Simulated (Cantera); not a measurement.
# NO annealing gas

An isothermal, constant-pressure homogeneous reactor starts with NO : N2 = 1 : 13 (molar parts), at 1923 K and 30.8 Torr.

Computed with Cantera and GRI-Mech 3.0 (53 species, 325 reactions). Radical loss at walls, strong at low pressure, is not modelled.

```json
[
 {"t (s)": "0.000400", "x NO": "0.0714", "x N2O": "5.37e-8", "x NO2": "1.22e-10", "x N2": "0.929", "x O": "5.49e-8", "x O2": "3.31e-11"},
 {"t (s)": "0.00155", "x NO": "0.0714", "x N2O": "2.01e-7", "x NO2": "1.65e-9", "x N2": "0.929", "x O": "2.18e-7", "x O2": "5.03e-10"},
 {"t (s)": "0.00599", "x NO": "0.0714", "x N2O": "6.84e-7", "x NO2": "1.77e-8", "x N2": "0.929", "x O": "9.25e-7", "x O2": "8.06e-9"},
 {"t (s)": "0.0232", "x NO": "0.0714", "x N2O": "1.70e-6", "x NO2": "1.30e-7", "x N2": "0.929", "x O": "4.44e-6", "x O2": "1.48e-7"},
 {"t (s)": "0.0896", "x NO": "0.0714", "x N2O": "2.24e-6", "x NO2": "6.47e-7", "x N2": "0.929", "x O": "2.05e-5", "x O2": "3.07e-6"},
 {"t (s)": "0.346", "x NO": "0.0713", "x N2O": "2.20e-6", "x NO2": "1.68e-6", "x N2": "0.929", "x O": "5.71e-5", "x O2": "5.15e-5"},
 {"t (s)": "1.34", "x NO": "0.0706", "x N2O": "2.13e-6", "x NO2": "2.14e-6", "x N2": "0.929", "x O": "7.33e-5", "x O2": "0.000376"},
 {"t (s)": "5.18", "x NO": "0.0677", "x N2O": "1.93e-6", "x NO2": "2.96e-6", "x N2": "0.930", "x O": "0.000100", "x O2": "0.00181"},
 {"t (s)": "20.0", "x NO": "0.0542", "x N2O": "1.20e-6", "x NO2": "4.44e-6", "x N2": "0.937", "x O": "0.000177", "x O2": "0.00850"},
 {"t (s)": "77.6", "x NO": "0.0163", "x N2O": "1.29e-7", "x NO2": "2.35e-6", "x N2": "0.956", "x O": "0.000300", "x O2": "0.0274"},
 {"t (s)": "300", "x NO": "0.00282", "x N2O": "3.50e-8", "x NO2": "4.54e-7", "x N2": "0.963", "x O": "0.000332", "x O2": "0.0341"}
]
```
x: mole fraction; the columns are a selection and need not sum to one.

Equilibrium at this temperature and pressure: NO 0.00275, N2O 3.49e-8, NO2 4.43e-7, N2 0.963, O 0.000332, O2 0.0342 (gas phase only).
